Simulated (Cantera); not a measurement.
Cantera run:

```python
import numpy as np
import cantera as ct

gas_names = """
    CL CL2 H HCL H2 Si SiCL SiCL2 SiCL3 SiCL4 SiH SiHCL3 SiH2 SiH2CL2 SiH3 SiH3CL SiH4 Si2 Si3
""".split()
cond_names = """
    Si(cr) Si(L)
""".split()


# ... load() reads the species with a 1 bar reference pressure and builds the phases ...
atoms = {
    'SiCl4': {'Si': 1, 'CL': 4},
    'Cl2': {'CL': 2},
    'H2': {'H': 2},
}
top_T = {}  # K; cautious upper limits of use, not melting points


# ... equilibrate(T, P, feed) seeds the gas with the atoms and calls Mixture.equilibrate('TP', solver="vcs", rtol=1e-11, max_steps=5000) ...
results = []
feed = {'SiCl4': 1, 'Cl2': 2.1, 'H2': 14}  # mol
P = 100000  # Pa
for T in [573, 673, 773, 873, 973, 1073, 1173, 1273, 1373, 1473, 1573, 1673, 1773]:
    mix = equilibrate(T, P, feed)
    results.append((T, P, feed, dict(zip(mix.species_names, mix.species_moles))))

top = {s: max(r[3][s] / sum(r[3][g] for g in gas_names) for r in results) for s in gas_names}
cols = sorted((s for s in top if top[s] > 0.001), key=lambda s: -top[s])[:5]
seen = [c for c in cond_names if any(r[3].get(c, 0) > 1e-12 for r in results)]
print("log10 of partial pressures in bar; condensed amounts in mol")
print(f"{'T/K':>10s}" + "".join(f"{s[:9]:>10s}" for s in cols + seen))
for T, P, feed, n in results:
    ng = sum(n[g] for g in gas_names)
    print(f"{T:10.4g}" + "".join(f"{np.log10(max(n[s] / ng * P / 1e5, 1e-99)):10.3f}" for s in cols)
          + "".join(f"{n.get(c, 0):10.4g}" for c in seen))
```

Output:

```
log10 of partial pressures in bar; condensed amounts in mol
       T/K        H2       HCL     SiCL4     SiCL2     SiCL3
       573    -0.157    -0.610    -1.233   -18.394   -11.491
       673    -0.157    -0.610    -1.233   -14.265    -9.084
       773    -0.158    -0.610    -1.234   -11.222    -7.309
       873    -0.158    -0.609    -1.236    -8.891    -5.948
       973    -0.158    -0.608    -1.240    -7.054    -4.876
      1073    -0.159    -0.606    -1.248    -5.574    -4.014
      1173    -0.160    -0.603    -1.264    -4.367    -3.313
      1273    -0.162    -0.596    -1.296    -3.381    -2.747
      1373    -0.167    -0.582    -1.361    -2.601    -2.314
      1473    -0.177    -0.557    -1.496    -2.040    -2.035
      1573    -0.190    -0.526    -1.727    -1.690    -1.918
      1673    -0.202    -0.501    -2.045    -1.494    -1.929
      1773    -0.210    -0.485    -2.413    -1.393    -2.018
```

Cantera equilibrium calculation (NASA polynomials, part measured and part estimated; ideal gas, pure solids and liquids). The tables' values for SiCl3 are old estimates; treat these amounts as uncertain.
